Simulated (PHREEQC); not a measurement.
## Alkaline etch or developer

Solution (25 °C): 0.066 mol/kgw NH3. Closed to the air; pH follows from the charge balance.

Equilibrium calculation in PHREEQC: ion-association model, phreeqc.dat.

This is a speciation only: nothing precipitates in the calculation.

**Question.** Predict the pH, specific conductance, ionic strength.

**Answer.** pH 11.03; specific conductance 295 µS/cm; ionic strength 0.00112 mol/kgw.

**Question.** In which forms is N present?

**Answer.** NH3 98 %, NH4+ 1.7 % of the N.
